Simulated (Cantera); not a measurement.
Charge: 1 mol Si3N4, 20 mol H2, held at 1.00 bar.

Method: chemical equilibrium by Gibbs-energy minimisation in Cantera with the NASA 1993 tables (ideal gas, pure condensed phases). Candidate condensed phases: Si, Si3N4; 18 gas species. Mutual solubility and eutectic melting of coexisting phases are not modelled. Gases not in the tables: Si2H6 and higher silanes. Equilibrium is a limit: real reactors are often held back by kinetics, nucleation or transport.

log p: log10 of the partial pressure in bar; n: condensed amount in mol.

```json
[
 {"T (K)": "1423", "log p H2": "0.00", "log p N2": "-5.02", "log p H": "-5.18", "log p SiH2": "-6.28", "n Si3N4(s)": "1.000", "n Si(s)": "0", "n Si(l)": "0"},
 {"T (K)": "1473", "log p H2": "0.00", "log p N2": "-4.56", "log p H": "-4.90", "log p SiH2": "-5.98", "n Si3N4(s)": "1.000", "n Si(s)": "0.000791", "n Si(l)": "0"},
 {"T (K)": "1523", "log p H2": "0.00", "log p N2": "?", "log p H": "?", "log p SiH2": "?", "n Si3N4(s)": "0.999", "n Si(s)": "?", "n Si(l)": "0"},
 {"T (K)": "1573", "log p H2": "0.00", "log p N2": "-3.73", "log p H": "-4.39", "log p SiH2": "-5.44", "n Si3N4(s)": "0.998", "n Si(s)": "0.00550", "n Si(l)": "0"},
 {"T (K)": "1623", "log p H2": "0.00", "log p N2": "?", "log p H": "?", "log p SiH2": "?", "n Si3N4(s)": "0.996", "n Si(s)": "?", "n Si(l)": "0"},
 {"T (K)": "1673", "log p H2": "0.00", "log p N2": "-3.00", "log p H": "-3.94", "log p SiH2": "-4.96", "n Si3N4(s)": "0.990", "n Si(s)": "0.0296", "n Si(l)": "0"},
 {"T (K)": "1723", "log p H2": "0.00", "log p N2": "-2.63", "log p H": "-3.74", "log p SiH2": "-4.77", "n Si3N4(s)": "0.976", "n Si(s)": "0", "n Si(l)": "0.0708"}
]
```

**Question.** What belongs in the gaps?

**Answer.** 
- 1623, log p N2: -3.35
- 1623, log p H: -4.16
- 1623, log p SiH2: -5.19
- 1623, n Si(s): 0.0131
- 1523, log p N2: -4.13
- 1523, log p H: -4.64
- 1523, log p SiH2: -5.70
- 1523, n Si(s): 0.00217
